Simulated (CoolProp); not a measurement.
Properties of hydrogen sulfide along the isobar 12400 kPa (Tc = 373.1 K, pc = 8999 kPa, ω = 0.101).

Values from CoolProp's reference Helmholtz-energy equation of state, Lemmon 2006. It is a short technical equation, of lower accuracy than the large ones.

| T (K) | phase | Z | cv (kJ/(kg K)) | isothermal compressibility (1/MPa) | expansivity (1/kK) | fugacity coefficient |
|---|---|---|---|---|---|---|
| 365.1 | liquid | 0.2306 | 1.051 | 0.01728 | 7.572 | 0.4750 |
| 372.7 | liquid | 0.2414 | 1.059 | 0.02692 | 10.04 | 0.5154 |
| 380.3 | supercritical | 0.2596 | 1.077 | 0.05015 | 15.19 | 0.5551 |
| 387.9 | supercritical | 0.2980 | 1.111 | 0.1258 | 28.21 | 0.5927 |
| 395.5 | supercritical | 0.3811 | 1.126 | 0.2377 | 36.18 | 0.6258 |
| 403.1 | supercritical | 0.4694 | 1.085 | 0.2098 | 23.82 | 0.6533 |
| 410.7 | supercritical | 0.5349 | 1.045 | 0.1750 | 16.34 | 0.6769 |
| 418.3 | supercritical | 0.5849 | 1.017 | 0.1532 | 12.39 | 0.6978 |
| 425.9 | supercritical | 0.6252 | 0.9956 | 0.1390 | 10.04 | 0.7166 |
| 433.5 | supercritical | 0.6587 | 0.9796 | 0.1292 | 8.478 | 0.7338 |
| 441.1 | supercritical | 0.6874 | 0.9672 | 0.1219 | 7.371 | 0.7495 |
| 448.7 | supercritical | 0.7124 | 0.9575 | 0.1163 | 6.544 | 0.7641 |
| 456.3 | supercritical | 0.7344 | 0.9497 | 0.1118 | 5.902 | 0.7776 |
| 463.9 | supercritical | 0.7540 | 0.9436 | 0.1082 | 5.387 | 0.7902 |
| 471.5 | supercritical | 0.7715 | 0.9386 | 0.1052 | 4.966 | 0.8019 |
